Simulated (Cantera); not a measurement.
## Catalytic stagnation flow on Pt

A jet of H₂ : O₂ : N₂ = 0.011 : 0.086 : 0.79 (molar parts), equivalence ratio 0.064 at 300 K and 16.5 Torr hits a platinum plate 4.1 cm away at a mass flux of 0.12 kg/m²/s; the plate temperature is set and raised in steps from an oxygen-covered start.

Detailed kinetics in Cantera: Deutschmann's 1995 Pt surface mechanism with GRI-Mech 3.0 gas chemistry. Catalytic surfaces can have several steady states; this one follows from the mechanism file's or the stated starting coverage.

```json
[
 {"plate T (K)": "700", "wall x H₂": "0.00385", "wall x O₂": "0.0878", "wall x H₂O": "0.0165", "wall x OH": "<1e-8", "θ free Pt": "0.0906", "θ O*": "0.908", "θ OH*": "0.00112"},
 {"plate T (K)": "750", "wall x H₂": "0.00330", "wall x O₂": "0.0872", "wall x H₂O": "0.0175", "wall x OH": "<1e-8", "θ free Pt": "0.117", "θ O*": "0.883", "θ OH*": "0.000928"},
 {"plate T (K)": "800", "wall x H₂": "0.00263", "wall x O₂": "0.0865", "wall x H₂O": "0.0187", "wall x OH": "<1e-8", "θ free Pt": "0.163", "θ O*": "0.836", "θ OH*": "0.000824"},
 {"plate T (K)": "850", "wall x H₂": "0.00209", "wall x O₂": "0.0860", "wall x H₂O": "0.0196", "wall x OH": "1.52e-8", "θ free Pt": "0.224", "θ O*": "0.775", "θ OH*": "0.000737"},
 {"plate T (K)": "900", "wall x H₂": "0.00171", "wall x O₂": "0.0856", "wall x H₂O": "0.0202", "wall x OH": "4.86e-8", "θ free Pt": "0.293", "θ O*": "0.707", "θ OH*": "0.000651"},
 {"plate T (K)": "950", "wall x H₂": "0.00145", "wall x O₂": "0.0853", "wall x H₂O": "0.0207", "wall x OH": "1.36e-7", "θ free Pt": "0.365", "θ O*": "0.634", "θ OH*": "0.000567"},
 {"plate T (K)": "1000", "wall x H₂": "0.00126", "wall x O₂": "0.0852", "wall x H₂O": "0.0209", "wall x OH": "3.41e-7", "θ free Pt": "0.438", "θ O*": "0.562", "θ OH*": "0.000489"}
]
```
x: mole fraction at the wall; θ: surface coverage.
